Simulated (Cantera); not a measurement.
**Transport properties of process gases**

Gas mixture: N2O = 0.61 (molar parts), at 100.0 Torr, frozen composition.

Cantera's kinetic-theory transport with the Lennard-Jones parameters of GRI-Mech 3.0, ideal gas; thermal conductivity in the mixture-averaged form. The composition is frozen, though it would react at the higher temperatures.

| T (K) | ρ (kg/m³) | cp (J/kg/K) | μ (µPa s) | λ (mW/m/K) | Pr | D (cm²/s) C2H2 | D (cm²/s) N2 | D (cm²/s) OH |
|---|---|---|---|---|---|---|---|---|
| 400 | 0.176 | 970.3 | 19.5 | 25.5 | 0.741 | 1.60 | 2.00 | 3.12 |
| 550 | 0.128 | 1073 | 25.5 | 37.0 | 0.739 | 2.86 | 3.51 | 5.45 |
| 700 | 0.101 | 1150 | 30.8 | 47.9 | 0.739 | 4.40 | 5.33 | 8.24 |
| 850 | 0.0830 | 1210 | 35.6 | 58.2 | 0.739 | 6.17 | 7.42 | 11.5 |
| 1000 | 0.0706 | 1255 | 40.0 | 68.0 | 0.739 | 8.17 | 9.76 | 15.1 |
| 1150 | 0.0614 | 1285 | 44.1 | 77.1 | 0.736 | 10.4 | 12.3 | 19.0 |
| 1300 | 0.0543 | 1311 | 48.0 | 85.8 | 0.734 | 12.8 | 15.2 | 23.4 |
| 1450 | 0.0487 | 1334 | 51.7 | 94.1 | 0.733 | 15.4 | 18.2 | 28.0 |
D: mixture-averaged diffusion coefficient of that species in the mixture.
